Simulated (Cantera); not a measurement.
Input (Python, Cantera) and output of one run.

```python
import numpy as np
import cantera as ct

gas_names = """
    H HO2 H2 H2O H2O2 O OH O2 O3 Si SiH SiH2 SiH3 SiH4 SiO SiO2 Si2 Si3
""".split()
cond_names = """
    H2O(s) H2O(L) Si(cr) Si(L) SiO2(Lqz) SiO2(hqz) SiO2(L)
""".split()


# ... load() reads the species with a 1 bar reference pressure and builds the phases ...
atoms = {
    'SiO2': {'Si': 1, 'O': 2},
    'H2': {'H': 2},
}
top_T = {}  # K; cautious upper limits of use, not melting points


# ... equilibrate(T, P, feed) seeds the gas with the atoms and calls Mixture.equilibrate('TP', solver="vcs", rtol=1e-11, max_steps=5000) ...
results = []
feed = {'SiO2': 1, 'H2': 1200}  # mol
T = 1000  # K
P = 1000  # Pa
mix = equilibrate(T, P, feed)
results.append((T, P, feed, dict(zip(mix.species_names, mix.species_moles))))
x = sorted(zip(gas.X, gas.species_names), reverse=True)
print(f"T = {T:g} K  P = {P:g} Pa  gas = {mix.phase_moles(0):.4g} mol")
print("   x: " + "  ".join(f"{s} {v:.3e}" for v, s in x if v > 0.0001))
print("   condensed (mol): " + ("  ".join(f"{mix.phase(i).name} {mix.phase_moles(i):.4g}"
      for i in range(1, mix.n_phases) if mix.phase_moles(i) > 1e-12) or "none"))
```

Result:

```
T = 1000 K  P = 1000 Pa  gas = 1200 mol
   x: H2 1.000e+00
   condensed (mol): SiO2(hqz) 1
```

These are equilibrium values from Cantera (NASA tables, ideal gas, pure condensed phases), not measurements of a reactor.
